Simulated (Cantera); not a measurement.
# Hydrocarbon pyrolysis for carbon deposition

An isothermal, constant-pressure homogeneous reactor starts with 9.71 % CH4, 90.3 % N2, at 1375 K and 91000 Pa.

Computed with Cantera and GRI-Mech 3.0 (53 species, 325 reactions). GRI-Mech 3.0 stops at C3 and has no aromatics, soot or wall deposition, so with more carbon than oxygen in the feed, carbon stays in small species such as C2H2 where larger ones or solid carbon would form.

```json
[
 {"t (s)": "2.00e-6", "x CH4": "0.0971", "x H": "1.28e-9", "x H2": "2.03e-9", "x C2H": "<1e-12", "x CH3": "5.34e-9", "x C2H4": "<1e-12", "x HCN": "<1e-12"},
 {"t (s)": "6.83e-6", "x CH4": "0.0971", "x H": "1.41e-9", "x H2": "9.88e-9", "x C2H": "<1e-12", "x CH3": "2.12e-8", "x C2H4": "<1e-12", "x HCN": "<1e-12"},
 {"t (s)": "2.33e-5", "x CH4": "0.0971", "x H": "1.41e-9", "x H2": "3.71e-8", "x C2H": "<1e-12", "x CH3": "7.57e-8", "x C2H4": "<1e-12", "x HCN": "<1e-12"},
 {"t (s)": "7.95e-5", "x CH4": "0.0971", "x H": "1.41e-9", "x H2": "1.30e-7", "x C2H": "<1e-12", "x CH3": "2.62e-7", "x C2H4": "3.68e-12", "x HCN": "<1e-12"},
 {"t (s)": "0.000271", "x CH4": "0.0971", "x H": "1.42e-9", "x H2": "4.48e-7", "x C2H": "<1e-12", "x CH3": "8.93e-7", "x C2H4": "1.60e-10", "x HCN": "<1e-12"},
 {"t (s)": "0.000926", "x CH4": "0.0971", "x H": "1.45e-9", "x H2": "1.54e-6", "x C2H": "<1e-12", "x CH3": "2.93e-6", "x C2H4": "6.26e-9", "x HCN": "<1e-12"},
 {"t (s)": "0.00316", "x CH4": "0.0971", "x H": "1.64e-9", "x H2": "5.56e-6", "x C2H": "<1e-12", "x CH3": "7.15e-6", "x C2H4": "1.67e-7", "x HCN": "<1e-12"},
 {"t (s)": "0.0108", "x CH4": "0.0970", "x H": "1.94e-9", "x H2": "2.11e-5", "x C2H": "<1e-12", "x CH3": "9.83e-6", "x C2H4": "1.70e-6", "x HCN": "<1e-12"},
 {"t (s)": "0.0368", "x CH4": "0.0969", "x H": "3.03e-9", "x H2": "8.59e-5", "x C2H": "<1e-12", "x CH3": "1.40e-5", "x C2H4": "1.36e-5", "x HCN": "<1e-12"},
 {"t (s)": "0.126", "x CH4": "0.0965", "x H": "8.88e-9", "x H2": "0.000439", "x C2H": "<1e-12", "x CH3": "2.08e-5", "x C2H4": "0.000121", "x HCN": "<1e-12"},
 {"t (s)": "0.429", "x CH4": "0.0947", "x H": "3.66e-8", "x H2": "0.00250", "x C2H": "4.61e-12", "x CH3": "2.32e-5", "x C2H4": "0.000568", "x HCN": "1.18e-12"},
 {"t (s)": "1.46", "x CH4": "0.0890", "x H": "1.16e-7", "x H2": "0.0102", "x C2H": "2.65e-11", "x CH3": "1.92e-5", "x C2H4": "0.000692", "x HCN": "8.99e-12"},
 {"t (s)": "5.00", "x CH4": "0.0753", "x H": "2.73e-7", "x H2": "0.0291", "x C2H": "7.00e-11", "x CH3": "1.39e-5", "x C2H4": "0.000635", "x HCN": "4.74e-11"}
]
```
x: mole fraction; the columns are a selection and need not sum to one.

Equilibrium at this temperature and pressure: CH4 0.0145, H 1.21e-6, H2 0.112, C2H 1.17e-10, CH3 3.12e-6, C2H4 0.00150, HCN 0.0457 (gas phase only).
